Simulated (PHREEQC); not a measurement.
1.3 g of hydrous ferric oxide (600 m²/g; 0.2 weak and 0.005 strong sites per Fe, Dzombak-Morel constants, diffuse double layer) in 1 kg of water with 0.001 mol/kgw of an inert sodium salt and 0.00037 mol CuSO4, at 25 °C; the pH is set by adding NaOH or the inert anion's acid. Oxygen is held at 0.21 atm. The system is closed to CO2. No solid was allowed to form.

The numbers come from PHREEQC with the ion-association model, wateq4f.dat.

| pH | S sorbed (%) | Cu sorbed (%) | surface charge σ (C/m²) | surface potential ψ (mV) |
|---|---|---|---|---|
| 4 | 100.0 | 9.7 | 0.112 | 187 |
| 4.5 | 100.0 | 29.2 | 0.072 | 169 |
| 5.5 | 99.6 | 93.2 | 0.025 | 130 |
| 6 | 97.2 | 99.1 | 0.015 | ___ |
| 7 | 56.2 | 100.0 | 0.007 | 62 |
| 7.5 | 23.1 | 100.0 | ___ | 43 |
| 8.5 | 0.6 | 99.9 | -0.001 | ___ |
| 9 | 0.1 | 99.9 | ___ | -36 |
| 10 | 0.0 | 99.9 | -0.016 | ___ |
| 10.5 | 0.0 | 99.9 | -0.029 | -117 |
| 11.5 | 0.0 | ___ | -0.095 | ___ |
| 12 | 0.0 | 99.1 | -0.169 | -164 |

**Question.** Some entries are withheld; supply them.

**Answer.** 
- 6, surface potential ψ (mV): 105
- 7.5, surface charge σ (C/m²): 0.005
- 8.5, surface potential ψ (mV): -8
- 9, surface charge σ (C/m²): -0.004
- 10, surface potential ψ (mV): -91
- 11.5, Cu sorbed (%): 99.8
- 11.5, surface potential ψ (mV): -157

Species that the database lacks are ignored. The database's constant for dissolved Cu(OH)2 is higher than later reviews accept.
